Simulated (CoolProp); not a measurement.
Vapour-liquid equilibrium of carbon dioxide (1) + R125 (2) at 234.4 K; x and y are mole fractions of (1).

Values from CoolProp's multi-fluid Helmholtz-energy mixture model, Span 1996 and Lemmon 2005; pair parameters Bell 2016.

Question: Give the bubble pressure and the first vapour's composition at x = 0.5, 0.725, 0.875. Is there an azeotrope?

Answer: x = 0.5: 0.6647 MPa, y = 0.850; x = 0.725: 0.8363 MPa, y = 0.921; x = 0.875: 0.9499 MPa, y = 0.963. No azeotrope shows between x = 0.05 and 0.95.

Pair parameters are fitted to limited data, so mixtures are less certain than the pure fluids.
